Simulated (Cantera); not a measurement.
An isothermal, constant-pressure homogeneous reactor starts with CH₂O : O₂ : N₂ = 0.0041 : 0.00053 : 1 (molar parts), equivalence ratio 7.7, at 1025 K and 14.0 bar.

Detailed kinetics in Cantera: GRI-Mech 3.0 (53 species, 325 reactions). The pressure lies above the range GRI-Mech 3.0 was tuned for (to about 10 atm).

x: mole fraction; the columns are a selection and need not sum to one.

| t (s) | x CH₂O | x O₂ | x C₂H₂ | x CH₂ | x CH₄ | x H₂O | x N₂O |
|---|---|---|---|---|---|---|---|
| 0.000500 | 0.00408 | 0.000527 | <1e-12 | <1e-12 | <1e-12 | ? | <1e-12 |
| 0.00126 | 0.00390 | 0.000500 | <1e-12 | 1.49e-11 | 8.36e-10 | ? | 1.12e-11 |
| 0.00316 | 0.000236 | 0.000171 | <1e-12 | 2.83e-10 | 3.55e-7 | ? | 2.80e-10 |
| 0.00794 | 8.90e-6 | 0.000126 | 1.03e-12 | <1e-12 | 4.83e-7 | 0.000753 | 7.10e-10 |
| 0.0199 | 3.84e-6 | 0.000117 | 1.11e-12 | <1e-12 | 4.88e-7 | 0.000765 | 8.39e-10 |
| 0.0501 | 7.45e-7 | 0.000101 | 1.30e-12 | <1e-12 | 4.94e-7 | 0.000784 | 1.07e-9 |
| 0.126 | 2.20e-8 | 7.10e-5 | 1.93e-12 | <1e-12 | 4.97e-7 | 0.000819 | 1.51e-9 |
| 0.317 | 1.35e-9 | 3.00e-5 | 3.48e-12 | <1e-12 | 4.89e-7 | 0.000867 | 2.06e-9 |
| 0.796 | 2.64e-10 | 3.71e-6 | 5.33e-12 | <1e-12 | 4.80e-7 | 0.000895 | 2.20e-9 |
| 2.00 | 1.05e-10 | 9.73e-8 | 5.29e-12 | <1e-12 | 4.79e-7 | 0.000897 | 1.81e-9 |

Q: Fill in the missing entries.

A: 
- 0.000500, x H₂O: 1.79e-7
- 0.00126, x H₂O: 1.30e-5
- 0.00316, x H₂O: 0.000645
